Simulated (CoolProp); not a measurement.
Vapour-liquid equilibrium of R114 (1) + n-heptane (2) at 175 kPa; x and y are mole fractions of (1).

Model: multi-fluid Helmholtz-energy mixture model, Platzer 1990 and Span 2003; pair parameters Bell 2016, in CoolProp. This equation is an older, rougher fit; its heat capacities, sound speeds and derivatives of the liquid may be far off and weren't checked against measurements.

```tsv
x	bubble temperature (K)	y at the bubble point	dew temperature at overall composition x (K)	liquid density (mol/L)
0.05	370.2	0.452	389.3	6.195
0.125	347.2	0.751	386.3	6.505
0.2	332.4	0.863	383.0	6.746
0.275	322.7	0.913	379.6	6.948
0.35	315.9	0.939	375.8	7.127
0.425	311.1	0.955	371.8	7.295
0.5	307.4	0.965	367.3	7.457
0.575	304.4	0.972	362.3	7.617
0.65	301.9	0.978	356.6	7.779
0.725	299.7	0.983	349.8	7.944
0.8	297.6	0.987	341.5	8.115
0.875	295.5	0.992	330.4	8.295
0.95	293.4	0.997	312.7	8.486
```

No azeotrope shows between x = 0.05 and 0.95.

Pair parameters are fitted to limited data, so mixtures are less certain than the pure fluids.
